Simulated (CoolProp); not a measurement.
Vapour-liquid equilibrium of CHF3 (R23) (1) + isobutane (2) at 261.7 K; x and y are mole fractions of (1).

Values from CoolProp's multi-fluid Helmholtz-energy mixture model, Penoncello 2003 and Bücker 2006; pair parameters Bell 2016.

```csv
x,bubble pressure (MPa),y at the bubble point,dew pressure at overall composition x (MPa),liquid density (mol/L)
0.05,0.3704,0.714,0.1081,10.40
0.125,0.7063,0.845,0.1176,10.69
0.2,0.9608,0.884,0.1290,10.99
0.275,1.141,0.902,0.1427,11.30
0.35,1.261,0.911,0.1596,11.62
0.425,1.338,0.917,0.1810,11.94
0.5,1.389,0.921,0.2088,12.29
0.575,1.430,0.924,0.2466,12.66
0.65,1.470,0.928,0.3011,13.05
0.725,1.517,0.934,0.3863,13.50
0.8,1.576,0.943,0.5387,14.01
0.875,1.651,0.957,0.8868,14.61
0.95,1.741,0.979,1.618,15.34
```

No azeotrope shows between x = 0.05 and 0.95.

The pair parameters rest on a limited set of measurements; away from them the model extrapolates. With so large a gap from Raoult's law the liquid may split in two, which this calculation doesn't test in full.
